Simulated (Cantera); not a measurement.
**Thermodynamics of fluorocarbon and chlorocarbon gases, feed C₂F₆ + F₂**

Feed: 1 mol C₂F₆, 0.29 mol F₂, at 1.00 bar.

Cantera equilibrium calculation (NASA polynomials, part measured and part estimated; ideal gas, pure solids and liquids). Candidate condensed phases: C; 13 gas species. The feed counts by its element totals alone. The tables' values for C₂F₄ are old estimates; treat these amounts as uncertain. Gases not in the tables: C₂F₆ and larger saturated fluorocarbons. The numbers say what is thermodynamically allowed, not how fast it happens.

From 1923 K to 2523 K the condensed part is C(graphite). From 2598 K to 2673 K nothing is condensed. The main C-bearing gas is CF₄ throughout.

```tsv
T (K)	log p CF₄	log p CF₂	log p F	log p CF₃	log p CF	n C(graphite)
1923	0.00	-2.24	-3.28	-2.77	-5.78	0.350
1998	-0.01	-1.96	-2.96	-2.55	-5.29	0.345
2073	-0.01	-1.71	-2.66	-2.34	-4.84	0.338
2148	-0.02	-1.47	-2.38	-2.15	-4.42	0.325
2223	-0.03	-1.25	-2.12	-1.97	-4.03	0.306
2298	-0.05	-1.05	-1.89	-1.82	-3.67	0.276
2373	-0.08	-0.87	-1.67	-1.68	-3.33	0.233
2448	-0.13	-0.71	-1.46	-1.56	-3.02	0.172
2523	-0.19	-0.57	-1.28	-1.47	-2.73	0.0895
2598	-0.27	-0.47	-1.10	-1.41	-2.50	0
2673	-0.33	-0.46	-0.87	-1.38	-2.42	0
```
log p: log10 of the partial pressure in bar; n: condensed amount in mol.
